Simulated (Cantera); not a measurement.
Feed: 1 mol (CH3)2SiCl2, 17 mol H2, at 1725 K and 27000 Pa.

Method: chemical equilibrium by Gibbs-energy minimisation in Cantera with the NASA 1993 tables (ideal gas, pure condensed phases). Candidate condensed phases: C, C6H6, C7H8, C8H18, Si, SiC; 109 gas species. The feed counts by its element totals alone. The tables' values for SiCl3 are old estimates; treat these amounts as uncertain. The numbers say what is thermodynamically allowed, not how fast it happens.

Base state: H2 0.905, HCl 0.0940, SiCl2 0.000567, H 0.000340, CH4 0.000221, C2H2 (acetylene) 8.34e-5, Cl 2.74e-5, SiCl3 2.07e-5 (mole fractions); condensed: C(graphite) + SiC(s).

### Question
What changes in the equilibrium state with this change: H2 from 17 to 1.1 mol?

### Answer
| species | before | after |
|---|---|---|
| H2 | 0.905 | 0.625 |
| HCl | 0.0940 | 0.359 |
| SiCl2 | 0.000567 | 0.0120 |
| SiCl4 | 1.42e-6 | 0.000635 |
| SiCl3 | 2.07e-5 | 0.00202 |
| SiHCl3 | 2.83e-6 | 0.000229 |
| C(graphite), mol | 1.00 | 1.07 |
| SiC(s), mol | 0.988 | 0.924 |

### Question
What changes in the equilibrium state with this change: (CH3)2SiCl2 replaced by SiH4?

### Answer
| species | before | after |
|---|---|---|
| H2 | 0.905 | 1.000 |
| H | 0.000340 | 0.000357 |
| SiH2 | 2.63e-7 | 1.72e-5 |
| HCl | 0.0940 | 0 |
| SiCl2 | 0.000567 | 0 |
| CH4 | 0.000221 | 0 |
| C2H2 (acetylene) | 8.34e-5 | 0 |
| Cl | 2.74e-5 | 0 |
| C(graphite), mol | 1.00 | 0 |
| SiC(s), mol | 0.988 | 0 |
| Si(l), mol | 0 | 1.000 |
Gases not in the tables: Si2H6 and higher silanes.
